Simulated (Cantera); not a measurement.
Input: 1 mol Si, 0.012 mol H2O, 1 mol H2, equilibrated at 1875 K.

Cantera equilibrium calculation (NASA polynomials, part measured and part estimated; ideal gas, pure solids and liquids). Candidate condensed phases: H2O, Si, SiO2; 18 gas species. Each liquid is taken as pure. Mutual solubility and eutectic melting of coexisting phases are not modelled. The tables hold silica as quartz up to 1696 K and as liquid above; real silica turns to tridymite and cristobalite and melts near 1996 K. Gases not in the tables: Si2H6 and higher silanes. Equilibrium is a limit: real reactors are often held back by kinetics, nucleation or transport.

x: gas mole fraction; n: condensed amount in mol.

| P (Pa) | x H2 | x Si | x H | x SiO | x SiH | n Si(l) | n SiO2(condensed) |
|---|---|---|---|---|---|---|---|
| 10 | 0.837 | 0.0906 | 0.0600 | 0.0103 | 0.000768 | 0.879 | 0 |
| 82 | 0.955 | 0.0110 | 0.0224 | 0.0115 | 0.000286 | 0.976 | 0 |
| 670 | 0.979 | ? | ? | 0.0117 | ? | 0.986 | 0 |
| 5500 | 0.985 | 0.000165 | 0.00277 | 0.0117 | 3.55e-5 | 0.988 | 0 |
| 45000 | 0.987 | 2.01e-5 | 0.000971 | 0.0117 | 1.24e-5 | 0.988 | 0 |
| 370000 | 0.988 | ? | ? | 0.0117 | ? | 0.988 | 0 |
| 3000000 | 0.997 | 3.02e-7 | 0.000119 | 0.00318 | 1.53e-6 | 0.992 | 0.00434 |

Q: What belongs in the gaps?

A: 
- 370000, x Si: 2.45e-6
- 370000, x H: 0.000339
- 370000, x SiH: 4.34e-6
- 670, x Si: 0.00135
- 670, x H: 0.00792
- 670, x SiH: 0.000101
